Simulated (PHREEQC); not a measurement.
## Alkaline etch or developer

A solution holds 0.0038 mol TMAH and 0.014 mol Na2CO3 per kg of water, at 20 °C. Closed to the air; pH follows from the charge balance.

Equilibrium calculation in PHREEQC: ion-association model, wateq4f.dat.

Each row changes one thing in this solution. No solid was allowed to form.

```csv
case,pH,ionic strength (mol/kgw),Na+ (mol/kgw)
as made,11.70,0.0412,0.0259
TMAH from 0.0038 to 0.0019 mol/kgw,11.47,0.0391,0.0259
temperature from 20 to 55 °C,?,0.0331,0.0222
temperature from 20 to 65 °C,10.55,0.0307,0.0211
Na2CO3 replaced by Na2SO4 at the same molality,?,0.0441,0.0272
diluted 10-fold with water,?,0.00426,0.00277
```

### Question
Complete the blanks.

### Answer

- temperature from 20 to 55 °C, pH: 10.76
- Na2CO3 replaced by Na2SO4 at the same molality, pH: 11.66
- diluted 10-fold with water, pH: 10.94

(CH3)4N+ isn't in the database: it is added as a free cation with an ion size of 4 Å. At this temperature some constants are extrapolated from 25 °C, and those without enthalpy data are left unchanged.
